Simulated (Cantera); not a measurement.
A closed system holds: 1 mol Si, 0.0053 mol O2, 200 mol H2, equilibrated at 1.00 bar.

Method: chemical equilibrium by Gibbs-energy minimisation in Cantera with the NASA 1993 tables (ideal gas, pure condensed phases). Candidate condensed phases: H2O, Si, SiO2; 18 gas species. Gases not in the tables: Si2H6 and higher silanes. The numbers say what is thermodynamically allowed, not how fast it happens. All values below are at 1525 °C.

Base state: H2 1.000, H 0.000352, SiO 5.29e-5, SiH2 2.95e-5 (mole fractions); condensed: Si(l).

Question: What changes in the equilibrium state with this change: Si replaced by Si3N4?

Answer: 
```csv
species,before,after
H2,1.000,0.991
N2,0,0.00852
H,0.000352,0.000351
SiO,5.29e-5,5.25e-5
SiH2,2.95e-5,2.92e-5
"Si(l), mol",0.982,2.56
"Si3N4(s), mol",0,0.140
```
Mutual solubility and eutectic melting of coexisting phases are not modelled. Further candidate phases: Si2N2O, Si3N4.
